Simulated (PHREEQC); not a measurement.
A column of 1 m (30 cells, dispersivity 0.08 m, 300 s a shift, diffusion coefficient 3e-10 m²/s) holds 0.0035 eq of the database's cation exchanger X per kg of pore water, first in equilibrium with 0.029 mol/kgw MnCl2, 0.055 mol/kgw KCl and 1e-05 mol/kgw HCl. It is flushed with 0.0099 mol NH4Cl and 1e-05 mol HCl per kg of water, at 25 °C. Values are for the last cell. No CO2 enters from the air. Nothing may precipitate in this run.

The series has 31 steps of pore volumes, from 0 to 3.017.

The numbers come from PHREEQC with the ion-association model, phreeqc.dat.

Question: After how many pore volumes does NH4 at the outlet first reach half of its feed value?

Answer: By 1.0 pore volumes.
